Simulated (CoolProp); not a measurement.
A closed Brayton cycle with nitrogen: compressor inlet 329.15 K and 1.7 MPa, high pressure 3.73 MPa, turbine inlet 630 K, compressor efficiency 0.8, turbine efficiency 0.85, recuperator effectiveness 0.95 (on enthalpy, no pinch check). Each further row changes one setting.

Values from CoolProp's reference Helmholtz-energy equation of state, Span 2000.

```csv
case,thermal efficiency (%),net work (kJ/kg),compressor to turbine work,compressor exit (K),turbine exit (K)
as stated,___,5.12,0.95,432.8,524.8
turbine inlet 580 K,-3.7,-4.01,___,432.8,___
compressor inlet 339.15 K,1.5,1.76,0.98,___,524.8
high pressure 3.17 MPa,8.1,8.14,0.91,___,___
recuperator effectiveness 0.5,3.1,5.12,0.95,432.8,524.8
```

Fill in the missing entries.


- as stated, thermal efficiency (%): 4.3
- turbine inlet 580 K, compressor to turbine work: 1.0
- turbine inlet 580 K, turbine exit (K): 482.3
- compressor inlet 339.15 K, compressor exit (K): 445.9
- high pressure 3.17 MPa, compressor exit (K): 409.5
- high pressure 3.17 MPa, turbine exit (K): 544.9
